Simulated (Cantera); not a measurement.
What does this Cantera script print?

```python
import numpy as np
import cantera as ct

gas = ct.Solution("gri30.yaml")
gas.TPX = 1748, 1000000, {'CH4': 1, 'H2O': 1.7}
reactor = ct.IdealGasConstPressureReactor(gas, energy="off", clone=False)
net = ct.ReactorNet([reactor])
net.rtol, net.atol = 1e-08, 1e-18
show = ['CH4', 'H2O', 'C2H2', 'H', 'C2H', 'C2H6']
times = np.geomspace(2e-06, 5, 15)

steps = ct.SolutionArray(gas, extra=["t"])
rows = []
print(f"{'t/s':>10s}{'T/K':>9s}{'P/Pa':>11s}" + "".join(f"{s:>11s}" for s in show))
for t in times:
    while net.time < t:
        t_next = net.step()
        steps.append(gas.state, t=t_next)
    rows.append([np.interp(t, steps.t, y) for y in (steps.T, steps.P, *steps(*show).X.T)])
    print(f"{t:10.3e}{rows[-1][0]:9.1f}{rows[-1][1]:11.4g}" + "".join(f"{x:11.3e}" for x in rows[-1][2:]))
rate = np.gradient(steps.T, steps.t)
print("integrator steps:", len(steps.t))
if steps.T.max() > steps.T[0] + 200:
    print(f"time of steepest temperature rise: {steps.t[rate.argmax()]:.4e} s")
gas.TPX = 1748, 1000000, {'CH4': 1, 'H2O': 1.7}
gas.equilibrate("TP")
print(f"equilibrium (TP): T = {gas.T:.1f} K  " + "  ".join(f"{s} {gas[s].X[0]:.3e}" for s in show))
```

It prints:

```
       t/s      T/K       P/Pa        CH4        H2O       C2H2          H        C2H       C2H6
 2.000e-06   1748.0      1e+06  3.698e-01  6.295e-01  8.318e-09  9.125e-07  3.385e-15  3.474e-05
 5.728e-06   1748.0      1e+06  3.688e-01  6.294e-01  4.897e-07  1.165e-06  3.196e-13  3.340e-04
 1.641e-05   1748.0      1e+06  3.655e-01  6.290e-01  1.381e-05  1.726e-06  1.165e-11  1.323e-03
 4.699e-05   1748.0      1e+06  3.546e-01  6.267e-01  3.277e-04  3.710e-06  3.601e-10  3.048e-03
 1.346e-04   1748.0      1e+06  3.224e-01  6.148e-01  5.100e-03  8.924e-06  5.872e-09  3.030e-03
 3.855e-04   1748.0      1e+06  2.602e-01  5.833e-01  2.766e-02  1.730e-05  2.771e-08  1.432e-03
 1.104e-03   1748.0      1e+06  1.804e-01  5.393e-01  5.892e-02  2.726e-05  5.311e-08  5.335e-04
 3.162e-03   1748.0      1e+06  1.078e-01  4.924e-01  7.941e-02  3.688e-05  6.823e-08  1.791e-04
 9.057e-03   1748.0      1e+06  7.003e-02  4.397e-01  7.896e-02  4.418e-05  6.615e-08  8.781e-05
 2.594e-02   1748.0      1e+06  6.354e-02  3.694e-01  5.704e-02  4.787e-05  4.457e-08  6.904e-05
 7.430e-02   1748.0      1e+06  5.576e-02  2.850e-01  2.976e-02  5.135e-05  2.140e-08  4.634e-05
 2.128e-01   1748.0      1e+06  3.860e-02  2.111e-01  1.011e-02  5.465e-05  6.800e-09  1.977e-05
 6.095e-01   1748.0      1e+06  1.804e-02  1.637e-01  1.744e-03  5.704e-05  1.124e-09  3.995e-06
 1.746e+00   1748.0      1e+06  3.962e-03  1.422e-01  7.484e-05  5.826e-05  4.724e-11  1.855e-07
 5.000e+00   1748.0      1e+06  1.239e-04  1.373e-01  7.178e-08  5.862e-05  4.514e-14  1.806e-10
integrator steps: 2078
equilibrium (TP): T = 1748.0 K  CH4 1.349e-05  H2O 1.372e-01  C2H2 8.980e-10  H 5.867e-05  C2H 5.649e-16  C2H6 2.188e-12
```

Detailed kinetics in Cantera: GRI-Mech 3.0 (53 species, 325 reactions).
